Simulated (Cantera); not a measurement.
Mixture: 7.93 % CH4, 19.3 % O2, 72.7 % N2, equivalence ratio 0.82, at 9750 Torr, adiabatic and at constant volume. Ignition delay is the time to a rise of 400 K.

Computed with Cantera and GRI-Mech 3.0 (53 species, 325 reactions). The pressure lies above the range GRI-Mech 3.0 was tuned for (to about 10 atm).

Problem. Predict: delay at 1050 K; delay at 1150 K; delay at 1250 K; delay at 1350 K; delay at 1450 K; delay at 1550 K; delay at 1650 K; apparent activation energy between 1450 and 1650 K.

Solution. delay at 1050 K: 24.8 ms
delay at 1150 K: 5.86 ms
delay at 1250 K: 1.70 ms
delay at 1350 K: 0.563 ms
delay at 1450 K: 0.206 ms
delay at 1550 K: 81.7 µs
delay at 1650 K: 35.2 µs
apparent activation energy between 1450 and 1650 K: 180 kJ/mol
